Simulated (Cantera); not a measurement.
What does this Cantera script print?

```python
import numpy as np
import cantera as ct

gas = ct.Solution("gri30.yaml")
gas.TPX = 1650, 57000, {'CH3OH': 1, 'O2': 1.72, 'N2': 6.48}
reactor = ct.IdealGasConstPressureReactor(gas, energy="on", clone=False)
net = ct.ReactorNet([reactor])
net.rtol, net.atol = 1e-08, 1e-16
show = ['CH3OH', 'O2', 'CO2', 'C2H2', 'CH2CO', 'CH2O']
times = np.geomspace(2e-06, 7, 16)

steps = ct.SolutionArray(gas, extra=["t"])
rows = []
print(f"{'t/s':>10s}{'T/K':>9s}{'P/Pa':>11s}" + "".join(f"{s:>11s}" for s in show))
for t in times:
    while net.time < t:
        t_next = net.step()
        steps.append(gas.state, t=t_next)
    rows.append([np.interp(t, steps.t, y) for y in (steps.T, steps.P, *steps(*show).X.T)])
    print(f"{t:10.3e}{rows[-1][0]:9.1f}{rows[-1][1]:11.4g}" + "".join(f"{x:11.3e}" for x in rows[-1][2:]))
rate = np.gradient(steps.T, steps.t)
print("integrator steps:", len(steps.t))
if steps.T.max() > steps.T[0] + 200:
    print(f"time of steepest temperature rise: {steps.t[rate.argmax()]:.4e} s")
gas.TPX = 1650, 57000, {'CH3OH': 1, 'O2': 1.72, 'N2': 6.48}
gas.equilibrate("HP")
print(f"equilibrium (HP): T = {gas.T:.1f} K  " + "  ".join(f"{s} {gas[s].X[0]:.3e}" for s in show))
```

It prints:

```
       t/s      T/K       P/Pa      CH3OH         O2        CO2       C2H2      CH2CO       CH2O
 2.000e-06   1649.9    5.7e+04  1.086e-01  1.869e-01  2.902e-06  1.099e-10  7.845e-13  5.763e-05
 5.461e-06   1649.9    5.7e+04  1.084e-01  1.867e-01  8.347e-06  3.265e-10  8.039e-12  1.952e-04
 1.491e-05   1650.0    5.7e+04  1.077e-01  1.863e-01  2.321e-05  9.728e-10  1.163e-10  7.255e-04
 4.072e-05   1654.6    5.7e+04  1.034e-01  1.838e-01  6.603e-05  3.895e-09  3.493e-09  4.214e-03
 1.112e-04   1897.8    5.7e+04  3.324e-02  1.361e-01  1.847e-03  1.638e-07  1.783e-06  2.830e-02
 3.037e-04   2476.1    5.7e+04  3.763e-17  4.492e-02  5.116e-02  7.841e-20  2.064e-18  1.329e-10
 8.292e-04   2677.5    5.7e+04  3.426e-17  4.011e-02  5.876e-02  3.242e-19  4.131e-18  1.375e-10
 2.264e-03   2693.2    5.7e+04  3.616e-17  3.823e-02  5.966e-02  3.773e-19  4.480e-18  1.410e-10
 6.183e-03   2688.3    5.7e+04  3.706e-17  3.623e-02  5.963e-02  3.845e-19  4.550e-18  1.423e-10
 1.688e-02   2686.5    5.7e+04  3.741e-17  3.550e-02  5.962e-02  3.871e-19  4.575e-18  1.428e-10
 4.610e-02   2686.4    5.7e+04  3.742e-17  3.548e-02  5.962e-02  3.872e-19  4.575e-18  1.428e-10
 1.259e-01   2686.4    5.7e+04  3.742e-17  3.548e-02  5.962e-02  3.872e-19  4.575e-18  1.428e-10
 3.438e-01   2686.4    5.7e+04  3.742e-17  3.548e-02  5.962e-02  3.872e-19  4.575e-18  1.428e-10
 9.388e-01   2686.4    5.7e+04  3.742e-17  3.548e-02  5.962e-02  3.872e-19  4.575e-18  1.428e-10
 2.563e+00   2686.4    5.7e+04  3.742e-17  3.548e-02  5.962e-02  3.872e-19  4.575e-18  1.428e-10
 7.000e+00   2686.4    5.7e+04  3.742e-17  3.548e-02  5.962e-02  3.872e-19  4.575e-18  1.428e-10
integrator steps: 1687
time of steepest temperature rise: 1.2263e-04 s
equilibrium (HP): T = 2686.4 K  CH3OH 3.895e-17  O2 3.548e-02  CO2 5.962e-02  C2H2 4.138e-19  CH2CO 5.038e-18  CH2O 1.428e-10
```

Model: GRI-Mech 3.0 (53 species, 325 reactions), integrated in Cantera. GRI-Mech 3.0 was tuned for natural gas; its chemistry of methanol as a main component is partial and can be far from experiment.
